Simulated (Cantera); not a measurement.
A closed system holds: 1 mol BN, 0.14 mol O₂, equilibrated at 27.8 Torr.

Cantera equilibrium calculation (NASA polynomials, part measured and part estimated; ideal gas, pure solids and liquids). Candidate condensed phases: B, BN, B₂O₃; 17 gas species. Mutual solubility and eutectic melting of coexisting phases are not modelled. Equilibrium is a limit: real reactors are often held back by kinetics, nucleation or transport.

log p: log10 of the partial pressure in bar; n: condensed amount in mol.

```
T (K)  log p N₂  log p B₂O₃  log p B₂O₂  log p BO  n BN(s)  n B₂O₃(l)
-----  --------  ----------  ----------  --------  -------  ---------
1173      -1.43       -8.43      -11.40         …    0.813     0.0933
1248      -1.43       -7.38       -9.99         …    0.813     0.0933
1323      -1.43       -6.46       -8.74         …    0.813     0.0933
1398      -1.43       -5.64       -7.63         …    0.813     0.0933
1473      -1.43       -4.91       -6.63         …    0.813     0.0933
1548      -1.43       -4.25       -5.74         …    0.813     0.0932
1623      -1.43       -3.66       -4.93         …    0.813     0.0928
1698      -1.44       -3.12       -4.19         …    0.813     0.0913
1773      -1.46       -2.63       -3.51         …    0.813     0.0863
1848      -1.54       -2.18       -2.87         …    0.810     0.0687
```

### Question
Complete the blanks.

### Answer

- 1173, log p BO: -11.65
- 1248, log p BO: -10.34
- 1323, log p BO: -9.18
- 1398, log p BO: -8.15
- 1473, log p BO: -7.23
- 1548, log p BO: -6.40
- 1623, log p BO: -5.65
- 1698, log p BO: -4.97
- 1773, log p BO: -4.34
- 1848, log p BO: -3.75
